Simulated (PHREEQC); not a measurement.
1 kg of water holding 0.008 mol/kgw MgCl2, 0.36 mol/kgw CaCl2, 0.059 mol/kgw SrCl2 and 0.023 mol/kgw KCl is evaporated at 20 °C; the solids stay in contact with the brine. CO2 from the air is kept out. Only these solids could form: Bischofite, Brucite, Carnallite, Portlandite, Sylvite, MgCl2_4H2O.

Equilibrium calculation in PHREEQC: Pitzer model, pitzer.dat.

| water left (kg) | ionic strength | water activity | K in solution (mol/kgw) | Sr in solution (mol/kgw) | Ca in solution (mol/kgw) |
|---|---|---|---|---|---|
| 1 | 1.30 | 0.979 | 0.0230 | 0.0590 | 0.360 |
| 0.8219 | 1.59 | 0.974 | 0.0280 | 0.0718 | 0.438 |
| 0.6755 | 1.93 | 0.967 | 0.0340 | 0.0873 | 0.533 |
| 0.5552 | 2.35 | 0.959 | 0.0414 | 0.106 | 0.648 |
| 0.4563 | 2.86 | 0.948 | 0.0504 | 0.129 | 0.789 |
| 0.375 | 3.48 | 0.933 | 0.0613 | 0.157 | 0.960 |
| 0.3082 | 4.23 | 0.913 | 0.0746 | 0.191 | 1.17 |
| 0.2533 | 5.15 | 0.887 | 0.0908 | 0.233 | 1.42 |
| 0.2082 | 6.26 | 0.852 | 0.110 | 0.283 | 1.73 |
| 0.1711 | 7.62 | 0.804 | 0.134 | 0.345 | 2.10 |
| 0.1407 | 9.27 | 0.741 | 0.164 | 0.419 | 2.56 |
| 0.1156 | 11.3 | 0.659 | 0.199 | 0.510 | 3.11 |
| 0.09502 | 13.7 | 0.557 | 0.242 | 0.621 | 3.79 |
| 0.07809 | 16.7 | 0.436 | 0.295 | 0.756 | 4.61 |
